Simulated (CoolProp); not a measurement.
C3F8 (R218) along the isotherm 100.55 °C: fugacity coefficient from the reference equation and from simpler models built on Tc = 71.9 °C, pc = 2.640 MPa, ω = 0.317; each cubic takes its own stable root.

The numbers come from the reference Helmholtz-energy equation of state, Lemmon 2006 in CoolProp. It is a short technical equation, of lower accuracy than the large ones.

```json
[
 {"p (MPa)": "0.6", "phase": "gas", "reference": "0.9445"},
 {"p (MPa)": "1.2", "phase": "gas", "reference": "0.8895"},
 {"p (MPa)": "1.8", "phase": "gas", "reference": "0.8349"},
 {"p (MPa)": "2.4", "phase": "gas", "reference": "0.7804"},
 {"p (MPa)": "3", "phase": "supercritical", "reference": "0.7262"},
 {"p (MPa)": "3.6", "phase": "supercritical", "reference": "0.6723"},
 {"p (MPa)": "4.2", "phase": "supercritical", "reference": "0.6203"},
 {"p (MPa)": "4.8", "phase": "supercritical", "reference": "0.5733"},
 {"p (MPa)": "5.4", "phase": "supercritical", "reference": "0.5337"},
 {"p (MPa)": "6", "phase": "supercritical", "reference": "0.5009"},
 {"p (MPa)": "6.6", "phase": "supercritical", "reference": "0.4738"}
]
```

### Question
How far does each simpler model (Redlich-Kwong, Soave-Redlich-Kwong) lie from the reference over these 11 states: mean and median of the absolute difference, and the worst?

### Answer
- Redlich-Kwong: mean 2.2 %, median 2.6 %, worst -3.2 % at 100.55 °C and 4.8 MPa
- Soave-Redlich-Kwong: mean 1.2 %, median 0.5 %, worst +3.6 % at 100.55 °C and 6.6 MPa
